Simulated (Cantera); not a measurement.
**Thermodynamics of silicon nitride deposition, feed SiCl4 + NH3**

Feed: 1 mol SiCl4, 3.9 mol NH3, held at 8.60 mbar.

These are equilibrium values from Cantera (NASA tables, ideal gas, pure condensed phases), not measurements of a reactor. Candidate condensed phases: NH4Cl, Si, Si3N4; 28 gas species. The tables' values for SiCl3, SiCl are old estimates; treat these amounts as uncertain. The numbers say what is thermodynamically allowed, not how fast it happens.

```tsv
T (K)	x H2	x HCl	x N2	x SiCl2	x SiCl4	x SiCl3	x H	x SiHCl3	n Si3N4(s)
1348	0.451	0.373	0.154	0.0101	0.00744	0.00387	1.68e-5	0.000511	0.266
1398	0.455	0.354	0.160	0.0204	0.00526	0.00502	3.44e-5	0.000475	0.237
1448	0.462	0.325	0.167	0.0357	0.00321	0.00559	6.76e-5	0.000390	0.193
1498	0.472	0.289	0.177	0.0546	0.00169	0.00537	0.000127	0.000284	0.137
1548	0.484	0.249	0.187	0.0748	0.000786	0.00458	0.000231	0.000187	0.0758
1598	0.495	0.210	0.197	0.0940	0.000338	0.00358	0.000404	0.000115	0.0146
1648	0.497	0.201	0.199	0.0991	0.000169	0.00275	0.000677	6.96e-5	0
```
x: gas mole fraction; n: condensed amount in mol.

From 1348 K to 1598 K the condensed part is Si3N4(s). At 1648 K nothing is condensed. The main Si-bearing gas is SiCl2 throughout. The share of Si in condensed phases is highest at 1348 K (79.8 %) and lowest at 1648 K (0.0 %).
